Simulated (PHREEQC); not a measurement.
A solution holds 0.0091 mol/kgw ZnSO4, 0.014 mol/kgw CaCl2 and 0.0011 mol/kgw NaF, at 20 °C. Closed to the air; pH follows from the charge balance.

Computed with PHREEQC (ion-association model, phreeqc.dat).

Precipitation was switched off in this run.

### Question
Order these Zn species by the share of Zn that they hold, largest first: Zn+2, ZnSO4, ZnF+, ZnCl+, Zn(SO4)2-2.

### Answer
Zn+2 (79 %), ZnSO4 (17 %), ZnCl+ (2.1 %), Zn(SO4)2-2 (0.80 %), ZnF+ (0.47 %)

The pH is 5.85 and the ionic strength 0.0641 mol/kgw. Examples of supersaturated solids here: Fluorite. Others may be too. Species that the database lacks are ignored.
